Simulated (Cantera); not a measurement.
An adiabatic, constant-volume homogeneous reactor starts with CH4 : O2 : N2 = 1 : 1.82 : 6.84 (molar parts), equivalence ratio 1.1, at 1798 K and 3.50 bar. Integrator tolerance rtol = 1e-08.

Detailed kinetics in Cantera: GRI-Mech 3.0 (53 species, 325 reactions). Above 3000 K some thermodynamic fits are extrapolated.

Question: What does this change do: 0.055 parts C2H6 added?

Answer: 
| quantity | before | after |
|---|---|---|
| time of steepest temperature rise | 36.8 µs | 17.2 µs |
| temperature at 1.00 s | 3124 K | 3142 K |
| equilibrium temperature | 3124 K | 3142 K |
| x(CH4) at 1.00 s | <1e-12 (gas-phase equilibrium <1e-12) | <1e-12 (gas-phase equilibrium <1e-12) |
| x(O2) at 1.00 s | 0.0147 (gas-phase equilibrium 0.0147) | 0.00985 (gas-phase equilibrium 0.00985) |
| x(CH2O) at 1.00 s | 4.91e-9 (gas-phase equilibrium 4.91e-9) | 7.70e-9 (gas-phase equilibrium 7.70e-9) |
| x(NO2) at 1.00 s | 4.79e-6 (gas-phase equilibrium 4.79e-6) | 3.24e-6 (gas-phase equilibrium 3.24e-6) |
| x(C2H4) at 1.00 s | <1e-12 (gas-phase equilibrium <1e-12) | <1e-12 (gas-phase equilibrium <1e-12) |
| x(C2H) at 1.00 s | <1e-12 (gas-phase equilibrium <1e-12) | <1e-12 (gas-phase equilibrium <1e-12) |
| x(CH3) at 1.00 s | 1.58e-12 (gas-phase equilibrium 2.01e-12) | 3.72e-12 (gas-phase equilibrium 4.63e-12) |
